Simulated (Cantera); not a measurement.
# Equilibrium for thermal oxidation and active oxidation of silicon: Si + O2 + H2

Feed: 1 mol Si, 0.0021 mol O2, 160 mol H2, at 2.10e-5 bar.

Cantera equilibrium calculation (NASA polynomials, part measured and part estimated; ideal gas, pure solids and liquids). Candidate condensed phases: H2O, Si, SiO2; 18 gas species. Kinetics and transport are ignored.

```tsv
T (K)	log p H2	log p H	log p Si	log p SiO	log p SiH	log p SiH2	log p Si2	log p Si3	n Si(s)	n SiO2(β-quartz)
925	-4.68	-11.92	<-16	-10.76	<-16	-15.73	<-16	<-16	0.998	0.00203
975	-4.68	-11.28	-16.35	-9.75	<-16	-15.03	<-16	<-16	0.997	0.00142
1025	-4.68	-10.70	-15.18	-9.26	-15.77	-14.40	<-16	<-16	0.996	0
1075	-4.68	-10.17	-14.12	-9.26	-14.90	-13.83	<-16	<-16	0.996	0
1125	-4.68	-9.69	-13.15	-9.26	-14.09	-13.30	<-16	<-16	0.996	0
1175	-4.68	-9.25	-12.27	-9.26	-13.36	-12.83	-16.46	<-16	0.996	0
1225	-4.68	-8.85	-11.46	-9.26	-12.69	-12.39	-15.40	-16.46	0.996	0
1275	-4.68	-8.47	-10.71	-9.26	-12.07	-11.98	-14.43	-15.42	0.996	0
1325	-4.68	-8.13	-10.03	-9.26	-11.50	-11.61	-13.54	-14.46	0.995	0
1375	-4.68	-7.80	-9.39	-9.26	-10.98	-11.27	-12.70	-13.57	0.993	0
1425	-4.68	-7.51	-8.79	-9.26	-10.48	-10.94	-11.93	-12.74	0.983	0
1475	-4.68	-7.23	-8.24	-9.26	-10.03	-10.65	-11.21	-11.98	0.951	0
```
log p: log10 of the partial pressure in bar; n: condensed amount in mol.

From 925 K to 975 K the condensed part is Si(s) + SiO2(β-quartz). From 1025 K to 1475 K the condensed part is Si(s). The main Si-bearing gas is SiO at 925 K and Si at 1475 K. The share of Si in condensed phases is highest at 925 K (100.0 %) and lowest at 1475 K (95.1 %).
